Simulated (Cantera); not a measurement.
Cantera run, input and output.

```python
import numpy as np
import cantera as ct

gas = ct.Solution("gri30.yaml")


def delay(T, t_max=10):
    gas.TPX = T, 2200000, {'CH4': 0.33, 'O2': 2, 'N2': 7.52}
    reactor = ct.IdealGasConstPressureReactor(gas, clone=False)
    net = ct.ReactorNet([reactor])
    net.rtol, net.atol = 1e-8, 1e-16
    while net.time < t_max:
        t_old, T_old = net.time, reactor.T
        net.step()
        if reactor.T > T + 400:  # ignition: a rise of 400 K
            return t_old + (T + 400 - T_old) / (reactor.T - T_old) * (net.time - t_old)
    return np.nan


taus = []
for T in [1225, 1275, 1325, 1375, 1425, 1475]:
    taus.append(delay(T))
    print(f"T0 = {T:6g} K   tau = {taus[-1]:.4e} s")
```

Output:

```
T0 =   1225 K   tau = 1.1310e-03 s
T0 =   1275 K   tau = 6.3012e-04 s
T0 =   1325 K   tau = 3.6619e-04 s
T0 =   1375 K   tau = 2.2064e-04 s
T0 =   1425 K   tau = 1.3721e-04 s
T0 =   1475 K   tau = 8.7763e-05 s
```

Model: GRI-Mech 3.0 (53 species, 325 reactions), integrated in Cantera. The pressure lies above the range GRI-Mech 3.0 was tuned for (to about 10 atm).
